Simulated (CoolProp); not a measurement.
Vapour-liquid equilibrium of propane (1) + n-butane (2) at 64.85 °C; x and y are mole fractions of (1).

Model: multi-fluid Helmholtz-energy mixture model, Lemmon 2009 and Bücker 2006; pair parameters Kunz 2012, in CoolProp.

Give the bubble pressure and the first vapour's composition at x = 0.25, 0.35, 0.55. Is there an azeotrope?

x = 0.25: 10.66 bar, y = 0.448; x = 0.35: 12.14 bar, y = 0.563; x = 0.55: 15.25 bar, y = 0.738. No azeotrope shows between x = 0.05 and 0.95.

Pair parameters are fitted to limited data, so mixtures are less certain than the pure fluids.
